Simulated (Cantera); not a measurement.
**Pyrogenic steam for wet oxidation**

A perfectly stirred reactor is fed with 22.6 % H₂, 32.3 % O₂, 45.2 % N₂, at 82.5 Torr; it is held at 1398 K, and followed from long to short residence time.

Detailed kinetics in Cantera: the H2/O2 subset of GRI-Mech 3.0, which has no nitrogen chemistry. The temperature is held fixed by assumption; the heat of reaction is taken as removed at once.

| τ (s) | x H₂ | x O₂ | x H₂O | x H₂O₂ | x HO₂ | x H |
|---|---|---|---|---|---|---|
| 0.40 | 0.000391 | 0.236 | 0.253 | 3.16e-7 | 4.90e-6 | 9.95e-5 |
| 0.13 | 0.000821 | 0.235 | 0.252 | 4.74e-7 | 8.21e-6 | 0.000309 |
| 0.042 | 0.00171 | 0.234 | 0.250 | 6.86e-7 | 1.24e-5 | 0.000955 |
| 0.013 | 0.00359 | 0.233 | 0.245 | 9.55e-7 | 1.67e-5 | 0.00302 |
| 0.0044 | 0.00690 | 0.231 | 0.235 | 1.21e-6 | 1.97e-5 | 0.00838 |
| 0.0014 | 0.0128 | 0.227 | 0.216 | 1.37e-6 | 2.08e-5 | 0.0222 |
| 0.00046 | 0.0211 | 0.224 | 0.188 | 1.36e-6 | 2.00e-5 | 0.0459 |
| 0.00015 | 0.0328 | 0.225 | 0.157 | 1.30e-6 | 1.85e-5 | 0.0682 |
x: mole fraction; the columns are a selection and need not sum to one.
